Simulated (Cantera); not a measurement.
Input: 1 mol CCl4, 0.2 mol F2, held at 0.130 bar.

Equilibrium computed with Cantera from the NASA thermochemical tables; the gas is ideal and each condensed phase is pure. Candidate condensed phases: C; 39 gas species. Ions and electrons are included (thermal ionisation). Gases not in the tables: C2F6 and larger saturated fluorocarbons. Kinetics and transport are ignored.

Question: Which condensed phases are stable at each of these points (T (K)): 2000, 2500, 3000, 3500, 4000, 4500, 5000?

Answer: 
```json
[
 {"T (K)": "2000", "condensed phases": "C(graphite)", "C condensed (%)": "89.1"},
 {"T (K)": "2500", "condensed phases": "C(graphite)", "C condensed (%)": "88.7"},
 {"T (K)": "3000", "condensed phases": "C(graphite)", "C condensed (%)": "90.6"},
 {"T (K)": "3500", "condensed phases": "gas only", "C condensed (%)": "0.0"},
 {"T (K)": "4000", "condensed phases": "gas only", "C condensed (%)": "0.0"},
 {"T (K)": "4500", "condensed phases": "gas only", "C condensed (%)": "0.0"},
 {"T (K)": "5000", "condensed phases": "gas only", "C condensed (%)": "0.0"}
]
```

From 2000 K to 3000 K the condensed part is C(graphite). From 3500 K to 5000 K nothing is condensed.
